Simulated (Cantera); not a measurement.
Cantera run:

```python
import numpy as np
import cantera as ct

gas_names = """
    H HNO HNO2 HNO3 HO2 H2 H2O H2O2 N NH NH2 NH3 NH2OH NO NO2 NO3 N2 N2H2 N2H4 N2O O OH O2 O3 Si SiH
    SiH2 SiH3 SiH4 SiN SiO SiO2 Si2 Si2N Si3
""".split()
cond_names = """
    H2O(s) H2O(L) Si(cr) Si(L) SiO2(Lqz) SiO2(hqz) SiO2(L) Si2N2O(s) Si3N4(a)
""".split()


# ... load() reads the species with a 1 bar reference pressure and builds the phases ...
atoms = {
    'Si3N4': {'Si': 3, 'N': 4},
    'H2O': {'H': 2, 'O': 1},
    'N2': {'N': 2},
    'O2': {'O': 2},
}
top_T = {'Si2N2O(s)': 2100, 'Si3N4(a)': 2400}  # K; cautious upper limits of use, not melting points


# ... equilibrate(T, P, feed) seeds the gas with the atoms and calls Mixture.equilibrate('TP', solver="vcs", rtol=1e-11, max_steps=5000) ...
results = []
feed = {'Si3N4': 1, 'H2O': 0.18, 'N2': 15, 'O2': 12}  # mol
T = 1548  # K
P = 1333.22  # Pa
mix = equilibrate(T, P, feed)
results.append((T, P, feed, dict(zip(mix.species_names, mix.species_moles))))
x = sorted(zip(gas.X, gas.species_names), reverse=True)
print(f"T = {T:g} K  P = {P:g} Pa  gas = {mix.phase_moles(0):.4g} mol")
print("   x: " + "  ".join(f"{s} {v:.3e}" for v, s in x if v > 0.0001))
print("   condensed (mol): " + ("  ".join(f"{mix.phase(i).name} {mix.phase_moles(i):.4g}"
      for i in range(1, mix.n_phases) if mix.phase_moles(i) > 1e-12) or "none"))
```

It prints:

```
T = 1548 K  P = 1333.22 Pa  gas = 26.18 mol
   x: N2 6.484e-01  O2 3.428e-01  H2O 6.824e-03  NO 1.781e-03  OH 1.019e-04
   condensed (mol): SiO2(hqz) 3
```

These are equilibrium values from Cantera (NASA tables, ideal gas, pure condensed phases), not measurements of a reactor. The tables hold silica as quartz up to 1696 K and as liquid above; real silica turns to tridymite and cristobalite and melts near 1996 K.
